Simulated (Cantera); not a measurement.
Input: 1 mol Si, 0.003 mol O2, 310 mol H2, 0.18 mol CO2, equilibrated at 1902 °C and 2.50e-5 bar.

Equilibrium computed with Cantera from the NASA thermochemical tables; the gas is ideal and each condensed phase is pure. Candidate condensed phases: C, C6H6, C7H8, C8H18, H2O, Si, SiC, SiO2; 123 gas species. Rates play no part.

Base state: H 0.609, H2 0.389, Si 0.00182, SiO 0.000416, CO 0.000402 (mole fractions); condensed: gas only.

### Question
What changes in the equilibrium state with this change: pressure from 2.50e-5 bar to 0.00510 bar?

### Answer
```tsv
species	before	after
H2	0.389	0.930
H	0.609	0.0659
Si	0.00182	0.00244
SiH2	1.62e-8	1.06e-5
SiH	2.63e-6	7.80e-5
```
Gases not in the tables: Si2H6 and higher silanes.
